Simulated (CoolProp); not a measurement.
2000 sccm (0 °C, 1 atm) of nitrogen bubbles through liquid tetrahydrofuran at 277.3 K and leaves saturated at a total pressure of 0.15 MPa (ideal gas phase). Each further row changes one setting.

The numbers come from the reference Helmholtz-energy equation of state, Fiedler 2023 in CoolProp.

```json
[
 {"case": "as stated", "vapour pressure (kPa)": "7.98", "mole fraction of vapour": "0.0532", "delivery (mg/min)": "361", "delivery (sccm)": "112", "change of delivery for a bath 1 K warmer (%)": "5.6"},
 {"case": "bath temperature 282.3 K", "vapour pressure (kPa)": "10.3", "mole fraction of vapour": "0.0686", "delivery (mg/min)": "474", "delivery (sccm)": "147", "change of delivery for a bath 1 K warmer (%)": "5.5"},
 {"case": "total pressure 0.3 MPa", "vapour pressure (kPa)": "7.98", "mole fraction of vapour": "0.0266", "delivery (mg/min)": "176", "delivery (sccm)": "54.6", "change of delivery for a bath 1 K warmer (%)": "5.5"}
]
```
